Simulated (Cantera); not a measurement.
An isothermal, constant-pressure homogeneous reactor starts with CH₄ : H₂ : H = 0.014 : 1 : 0.0021 (molar parts), at 2375 K and 0.197 atm.

Cantera simulation using GRI-Mech 3.0 (53 species, 325 reactions); the numbers are that mechanism's predictions, not measurements. GRI-Mech 3.0 stops at C3 and has no aromatics, soot or wall deposition, so with more carbon than oxygen in the feed, carbon stays in small species such as C2H2 where larger ones or solid carbon would form.

x: mole fraction; the columns are a selection and need not sum to one.

| t (s) | x CH₄ | x H₂ | x H | x C₂H₆ | x C₂H₂ | x C₂H₄ |
|---|---|---|---|---|---|---|
| 2.00e-6 | 0.0133 | 0.984 | 0.00184 | 4.43e-8 | 4.05e-9 | 1.42e-7 |
| 1.50e-5 | 0.0130 | 0.983 | 0.00296 | 2.21e-7 | 1.56e-6 | 3.91e-6 |
| 0.000112 | ? | 0.976 | ? | ? | ? | ? |
| 0.000843 | 0.00228 | 0.969 | 0.0231 | 1.01e-7 | 0.00507 | 7.66e-6 |
| 0.00632 | 0.000149 | 0.964 | 0.0294 | 5.41e-10 | 0.00657 | 1.56e-6 |
| 0.0474 | 3.64e-5 | 0.962 | 0.0312 | 3.86e-11 | 0.00665 | 1.48e-6 |
| 0.356 | 3.60e-5 | 0.962 | 0.0312 | 3.79e-11 | 0.00665 | 1.48e-6 |
| 2.67 | 3.60e-5 | 0.962 | 0.0312 | 3.79e-11 | 0.00665 | 1.48e-6 |
| 20.0 | 3.60e-5 | 0.962 | 0.0312 | 3.79e-11 | 0.00665 | 1.48e-6 |

Question: Fill in the missing entries.

Answer: 
- 0.000112, x CH₄: 0.0109
- 0.000112, x H: 0.0104
- 0.000112, x C₂H₆: 9.83e-7
- 0.000112, x C₂H₂: 0.000281
- 0.000112, x C₂H₄: 3.71e-5
